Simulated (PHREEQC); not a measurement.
# Arsenic or selenium liquor: an equilibrium model

Make-up at 47 °C: 4.1 mmol/kgw H2SeO4, 2.2 mmol/kgw NaHCO3 and 110 mmol/kgw FeCl3. Closed to the air; pH follows from the charge balance.

All values are PHREEQC results (ion-association model, wateq4f.dat), not measurements.

Precipitation was switched off in this run.

Task: Predict the pH.

Result: pH 1.71.

Task: In which forms is Se present?

Result: SeO4-2 63 %, HSeO4- 37 % of the Se.

Examples of supersaturated solids here: Hematite (slow to form), Goethite (slow to form). Others may be too. Complexes and solids missing from the database can't appear. At this temperature some constants are extrapolated from 25 °C, and those without enthalpy data are left unchanged.
